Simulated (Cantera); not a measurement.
Gas mixture: CH4 : CH3OH : N2 : NH3 = 0.75 : 0.31 : 0.2 : 0.63 (molar parts), at 0.0336 atm, frozen composition.

Cantera's kinetic-theory transport with the Lennard-Jones parameters of GRI-Mech 3.0, ideal gas; thermal conductivity in the multicomponent form. Polar gases are described roughly by these parameters. The composition is frozen, though it would react at the higher temperatures.

One state of this run: ρ (kg/m³) = 0.0127; cp (J/kg/K) = 2596; μ (µPa s) = 22.7; λ (mW/m/K) = 84.0; Pr = 0.701; D (cm²/s) OH = 36.9; D (cm²/s) NH3 = 25.9; D (cm²/s) O = 37.5. D: mixture-averaged diffusion coefficient of that species in the mixture.

**Question.** Which value of T (K) does it belong to?
(A) 1900
(B) 1650
(C) 650
(D) 1150

**Answer.** C, 650
